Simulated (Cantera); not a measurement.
A Cantera script and its output.

```python
import numpy as np
import cantera as ct

gas = ct.Solution("gri30.yaml")
gas.TPX = 1200, 1800, {'N2O': 1, 'H2O': 0.013}
reactor = ct.IdealGasConstPressureReactor(gas, energy="off", clone=False)
net = ct.ReactorNet([reactor])
net.rtol, net.atol = 1e-08, 1e-18
show = ['N2O', 'H2O', 'H2O2', 'O', 'NO', 'O2', 'HO2']
times = np.geomspace(2e-05, 50, 10)

steps = ct.SolutionArray(gas, extra=["t"])
rows = []
print(f"{'t/s':>10s}{'T/K':>9s}{'P/Pa':>11s}" + "".join(f"{s:>11s}" for s in show))
for t in times:
    while net.time < t:
        t_next = net.step()
        steps.append(gas.state, t=t_next)
    rows.append([np.interp(t, steps.t, y) for y in (steps.T, steps.P, *steps(*show).X.T)])
    print(f"{t:10.3e}{rows[-1][0]:9.1f}{rows[-1][1]:11.4g}" + "".join(f"{x:11.3e}" for x in rows[-1][2:]))
rate = np.gradient(steps.T, steps.t)
print("integrator steps:", len(steps.t))
if steps.T.max() > steps.T[0] + 200:
    print(f"time of steepest temperature rise: {steps.t[rate.argmax()]:.4e} s")
gas.TPX = 1200, 1800, {'N2O': 1, 'H2O': 0.013}
gas.equilibrate("TP")
print(f"equilibrium (TP): T = {gas.T:.1f} K  " + "  ".join(f"{s} {gas[s].X[0]:.3e}" for s in show))
```

Result:

```
       t/s      T/K       P/Pa        N2O        H2O       H2O2          O         NO         O2        HO2
 2.000e-05   1200.0       1800  9.872e-01  1.283e-02  8.052e-21  1.132e-07  7.189e-10  3.067e-09  3.066e-14
 1.028e-04   1200.0       1800  9.872e-01  1.283e-02  5.356e-18  5.150e-07  1.751e-08  7.470e-08  3.913e-12
 5.282e-04   1200.0       1800  9.872e-01  1.283e-02  2.950e-15  1.536e-06  3.201e-07  1.366e-06  3.973e-10
 2.714e-03   1200.0       1800  9.871e-01  1.283e-02  9.927e-13  1.923e-06  2.881e-06  1.229e-05  2.113e-08
 1.395e-02   1200.0       1800  9.869e-01  1.283e-02  4.513e-10  1.921e-06  1.643e-05  7.024e-05  5.220e-07
 7.169e-02   1200.0       1800  9.859e-01  1.282e-02  4.169e-08  1.912e-06  8.272e-05  3.699e-04  3.028e-06
 3.684e-01   1200.0       1800  9.807e-01  1.280e-02  1.848e-08  1.888e-06  3.802e-04  1.917e-03  1.924e-06
 1.893e+00   1200.0       1800  9.546e-01  1.269e-02  3.850e-09  1.797e-06  1.889e-03  9.726e-03  8.572e-07
 9.729e+00   1200.0       1800  8.350e-01  1.218e-02  5.902e-10  1.729e-06  9.325e-03  4.596e-02  2.361e-07
 5.000e+01   1200.0       1800  4.504e-01  1.052e-02  2.669e-10  1.696e-06  3.335e-02  1.628e-01  3.721e-08
integrator steps: 1327
equilibrium (TP): T = 1200.0 K  N2O 1.944e-09  H2O 8.591e-03  H2O2 1.587e-11  O 1.081e-07  NO 2.259e-04  O2 3.304e-01  HO2 2.022e-09
```

Computed with Cantera and GRI-Mech 3.0 (53 species, 325 reactions). GRI-Mech 3.0 was tuned for natural gas; its chemistry of N2O as a main component is partial and can be far from experiment. Radical loss at walls, strong at low pressure, is not modelled. The mechanism lacks the step 2 NO + O2 → 2 NO2, which can matter for NO2 below about 1400 K. The temperature is held fixed by assumption; the heat of reaction is taken as removed at once.
